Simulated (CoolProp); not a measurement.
The fluid at 298.15 K and 0.321 MPa expands adiabatically to 0.143 MPa with isentropic efficiency 0.85. The same conditions are run with several fluids, on thermodynamics alone (safety and materials aside).

Computed with CoolProp (reference Helmholtz-energy equation of state of each fluid (sulfur dioxide: Gao 2016; dimethyl ether: Wu 2011; fluorine: de Reuck 1990; propylene: Lemmon 2013)).

Task: Rank sulfur dioxide, dimethyl ether, fluorine, propylene by work (kJ/kg), highest first.

Result: fluorine (40.2), propylene (36.9), dimethyl ether (33.3), sulfur dioxide (23.6)

| fluid | final temperature (K) | final phase | final density (kg/m³) |
|---|---|---|---|
| sulfur dioxide | 271.1 | two-phase, vapour fraction 0.973 | 4.33 |
| dimethyl ether | 270.8 | gas | 3.04 |
| fluorine | 248.4 | gas | 2.63 |
| propylene | 270.6 | gas | 2.75 |
